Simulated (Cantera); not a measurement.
Charge: 1 mol SF6, 0.1 mol H2O, 0.47 mol H2, held at 2525 K and 0.133 bar.

These are equilibrium values from Cantera (NASA tables, ideal gas, pure condensed phases), not measurements of a reactor. Candidate condensed phases: H2O, H2SO4, S; 43 gas species. The tables' values for S2F2 (SSF2), SF3, SOF2, FS2F (FSSF) are old estimates; treat these amounts as uncertain. Equilibrium is a limit: real reactors are often held back by kinetics, nucleation or transport.

Base state: F 0.672, HF 0.187, SF2 0.0414, SF 0.0393, S2 0.0231, S 0.0202, SO 0.0122, SO2 0.00182 (mole fractions); condensed: gas only.

Question: What changes in the equilibrium state with this change: H2O from 0.1 to 0.99 mol?

Answer: 
```json
[
 {"species": "HF", "before": "0.187", "after": "0.435"},
 {"species": "F", "before": "0.672", "after": "0.423"},
 {"species": "SO2", "before": "0.00182", "after": "0.0486"},
 {"species": "SF2", "before": "0.0414", "after": "0.00950"},
 {"species": "SO", "before": "0.0122", "after": "0.0478"},
 {"species": "S2", "before": "0.0231", "after": "0.00774"},
 {"species": "SF", "before": "0.0393", "after": "0.0143"},
 {"species": "S", "before": "0.0202", "after": "0.0117"},
 {"species": "O2", "before": "6.94e-6", "after": "0.000320"},
 {"species": "SF4", "before": "1.13e-5", "after": "1.03e-6"},
 {"species": "FS2F (FSSF)", "before": "6.96e-5", "after": "9.26e-6"},
 {"species": "S2F2 (SSF2)", "before": "0.00110", "after": "0.000146"},
 {"species": "SF3", "before": "0.000541", "after": "7.82e-5"}
]
```
The tables' values for SOF2, S2F2 (SSF2), SF3 are old estimates; treat these amounts as uncertain.
